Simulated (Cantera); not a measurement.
Charge: 1 mol C2F6, 0.092 mol HCl, held at 600 K and 0.0133 bar.

These are equilibrium values from Cantera (NASA tables, ideal gas, pure condensed phases), not measurements of a reactor. Candidate condensed phases: C, C6H6, C7H8, C8H18; 118 gas species. The feed counts by its element totals alone. Condensed phases not in the tables: fluorocarbon polymer. Gases not in the tables: C2F6 and larger saturated fluorocarbons. The numbers say what is thermodynamically allowed, not how fast it happens.

Base state: CF4 0.937, HCl 0.0512, HF 0.00654, CClF3 0.00370, Cl2 0.00137, CCl2F2 4.41e-5 (mole fractions); condensed: C(graphite).

Question: What changes in the equilibrium state with this change: HCl from 0.092 to 1.7 mol?

Answer: 
```
species            before     after
----------------  -------  --------
HCl                0.0512     0.507
CF4                 0.937     0.457
HF                0.00654    0.0221
CCl3F             8.56e-7   1.05e-5
Cl2               0.00137   0.00820
CCl2F2            4.41e-5  0.000184
CClF3             0.00370   0.00529
C(graphite), mol    0.501     0.513
```

Question: What changes in the equilibrium state with this change: HCl from 0.092 to 0.77 mol?

Answer: 
```tsv
species	before	after
CF4	0.937	0.650
HCl	0.0512	0.320
HF	0.00654	0.0180
Cl2	0.00137	0.00590
CCl2F2	4.41e-5	0.000158
CClF3	0.00370	0.00584
C(graphite), mol	0.501	0.507
```
